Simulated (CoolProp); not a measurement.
Vapour-liquid equilibrium of nitrogen (1) + carbon monoxide (2) at -167.15 °C; x and y are mole fractions of (1).

Computed with CoolProp (multi-fluid Helmholtz-energy mixture model, Span 2000 and Lemmon 2006; pair parameters Gernert 2013).

```
x     bubble pressure, mixture model (MPa)  bubble pressure, Raoult's law (MPa)  y, mixture model  y, Raoult's law
----  ------------------------------------  -----------------------------------  ----------------  ---------------
0.05                                0.8457                               0.8437             0.066            0.068
0.15                                0.8823                               0.8762             0.191            0.197
0.25                                0.9188                               0.9088             0.307            0.317
0.35                                0.9545                               0.9414             0.415            0.429
0.45                                0.9892                               0.9740             0.516            0.533
0.55                                 1.023                                1.007             0.611            0.630
0.65                                 1.055                                1.039             0.701            0.721
0.75                                 1.085                                1.072             0.788            0.807
0.85                                 1.114                                1.104             0.873            0.888
0.95                                 1.141                                1.137             0.958            0.964
```

The largest gap from Raoult's law is +1.6 % in bubble pressure, at x = 0.55. No azeotrope shows between x = 0.05 and 0.95.

The pair parameters rest on a limited set of measurements; away from them the model extrapolates.
